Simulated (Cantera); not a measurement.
A freely propagating, adiabatic, planar premixed flame of CO : H2 : CH4 : O2 : N2 = 1 : 0.073 : 0.81 : 2.2 : 7.92 (molar parts), equivalence ratio 0.98, unburnt at 398 K and 1.20 bar; mixture-averaged transport, grid criteria slope 0.08 and curve 0.16, no radiation.

Detailed kinetics in Cantera: GRI-Mech 3.0 (53 species, 325 reactions). Burning velocities carry a grid error of a few per cent, more on coarse grids.

**Question.** How do the results move with these cheaper or finer settings: unity-Lewis-number transport; multicomponent transport; multicomponent+Soret transport; grid criteria slope 0.5, curve 1; grid criteria slope 0.25, curve 0.5; grid criteria slope 0.03, curve 0.06?

**Answer.** 
```tsv
setting	laminar burning velocity	thermal thickness	peak x(C2H4)	peak x(HCO)	grid points
as above	79.7 cm/s	0.298 mm	0.000127	5.06e-5	154
unity-Lewis-number transport	59.4 cm/s	0.327 mm	9.87e-5	4.52e-5	145
multicomponent transport	79.7 cm/s	0.301 mm	0.000129	5.06e-5	154
multicomponent+Soret transport	78.0 cm/s	0.303 mm	0.000123	4.96e-5	154
grid criteria slope 0.5, curve 1	84.2 cm/s	0.329 mm	0.000124	4.99e-5	43
grid criteria slope 0.25, curve 0.5	81.5 cm/s	0.309 mm	0.000125	5.01e-5	63
grid criteria slope 0.03, curve 0.06	78.7 cm/s	0.295 mm	0.000127	5.05e-5	342
```
The base run took about 12 core-seconds (a rough figure).
Unity Lewis numbers drop preferential diffusion, which matters most where H2 and H carry the flame; Soret adds thermal diffusion.
